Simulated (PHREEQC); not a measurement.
Dissolve 0.0077 mol/kgw NH4HF2, 0.00015 mol/kgw (NH4)2SiF6, 0.033 mol/kgw HBF4 and 0.0087 mol/kgw HF at 20 °C. Closed to the air; pH follows from the charge balance.

Model: ion-association model, phreeqc.dat, run in PHREEQC.

This is a speciation only: nothing precipitates in the calculation.

**Question.** Estimate the pH, ionic strength.

**Answer.** pH 1.64; ionic strength 0.0344 mol/kgw.

**Question.** In which forms is F present?

**Answer.** BF4- 83 %, HF 15 %, BF3OH- 0.9 %, F- 0.6 %, SiF6-2 0.6 % of the F.

SiF6-2 is the database's only silicon fluoride. Real BF4- forms and hydrolyses slowly; the run takes it at equilibrium.
